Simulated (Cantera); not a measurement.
A freely propagating, adiabatic, planar premixed flame of H2 : O2 : N2 = 1 : 0.82 : 3.08 (molar parts), equivalence ratio 0.61, unburnt at 575 K and 5.00 bar; mixture-averaged transport, grid criteria slope 0.08 and curve 0.16, no radiation.

Computed with Cantera and the H2/O2 subset of GRI-Mech 3.0, which has no nitrogen chemistry. The hydrogen kinetics of GRI-Mech 3.0 are dated; newer H2 mechanisms differ, most at raised pressure. Burning velocities carry a grid error of a few per cent, more on coarse grids. Lean hydrogen flames are cellular in practice and burn faster than this planar one.

Question: Predict: laminar burning velocity; thermal thickness; peak x(OH); peak x(O); peak x(HO2).

Answer: 
```json
{
  "laminar_burning_velocity": "231 cm/s",
  "thermal_thickness": "0.0625 mm",
  "peak x(OH)": "0.00890",
  "peak x(O)": "0.00496",
  "peak x(HO2)": "0.000780"
}
```
